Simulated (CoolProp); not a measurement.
Saturated liquid density (kg/m³) of methane: the reference equation beside estimates from Tc = -82.6 °C, pc = 45.99 bar, ω = 0.011. Rackett uses Z = 0.29056 − 0.08775 ω.

The numbers come from the reference Helmholtz-energy equation of state, Setzmann 1991 in CoolProp.

| T (°C) | reference | Rackett | van der Waals | Redlich-Kwong | Soave-Redlich-Kwong | Peng-Robinson |
|---|---|---|---|---|---|---|
| -135.65 | 381.3 | 380.1 | 260.7 | 376.3 | 372.4 | 421.7 |
| -130.05 | 371.2 | 370.0 | 253.4 | 363.2 | 359.8 | 407.6 |
| -124.55 | 360.7 | 359.5 | 245.7 | 349.4 | 346.5 | 392.6 |
| -118.95 | 349.2 | 348.1 | 237.3 | 334.3 | 331.9 | 376.0 |
| -113.35 | 336.8 | 335.8 | 228.2 | 317.9 | 315.9 | 357.8 |
| -107.85 | 323.3 | 322.5 | 218.3 | 300.1 | 298.7 | 337.9 |
| -102.25 | 307.9 | 307.4 | 207.1 | 280.0 | 279.0 | 315.0 |
| -96.65 | 289.7 | 289.7 | 194.1 | 256.9 | 256.2 | 288.4 |
| -91.15 | 267.3 | 268.0 | 178.5 | 229.5 | 229.2 | 256.6 |
| -85.55 | 232.6 | 234.5 | 155.8 | 190.9 | 190.8 | 211.2 |

Absolute difference from the reference over all 10 rows, mean and median: Rackett 0.3 and 0.3 %, van der Waals 32.4 and 32.4 %, Redlich-Kwong 7.6 and 6.4 %, Soave-Redlich-Kwong 8.1 and 6.9 %, Peng-Robinson 6.4 and 7.0 %.
